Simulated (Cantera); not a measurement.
A closed system holds: 1 mol Al2O3, 0.22 mol O2, held at 752 °C and 0.100 bar.

These are equilibrium values from Cantera (NASA tables, ideal gas, pure condensed phases), not measurements of a reactor. Candidate condensed phases: Al, Al2O3; 9 gas species. Kinetics and transport are ignored.

Base state: O2 1.00 (mole fractions); condensed: Al2O3(s).

**Question.** What changes in the equilibrium state with this change: temperature from 752 °C to 1652 °C?

**Answer.** 
```tsv
species	before	after
O2	1.00	0.999
O	1.04e-9	0.00116
Al2O3(s), mol	1.00	1.00
```
